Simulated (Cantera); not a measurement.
Feed: 1 mol CsCl, 27 mol H2, 48 mol N2, equilibrated at 427 °C and 1.30e-5 bar.

These are equilibrium values from Cantera (NASA tables, ideal gas, pure condensed phases), not measurements of a reactor. Candidate condensed phases: Cs, CsCl, NH4Cl; 16 gas species. Equilibrium is a limit: real reactors are often held back by kinetics, nucleation or transport.

Base state: N2 0.637, H2 0.358, CsCl 0.00394, Cs2Cl2 0.00122 (mole fractions); condensed: CsCl(s).

**Question.** What changes in the equilibrium state with this change: temperature from 427 °C to 1050 °C?

**Answer.** 
```
species        before     after
------------  -------  --------
N2              0.637     0.631
H2              0.358     0.355
CsCl          0.00394    0.0126
H               <1e-9  0.000263
Cs2Cl2        0.00122   8.94e-9
Cs            3.95e-8  0.000589
HCl           3.95e-8  0.000589
CsCl(s), mol    0.520         0
```
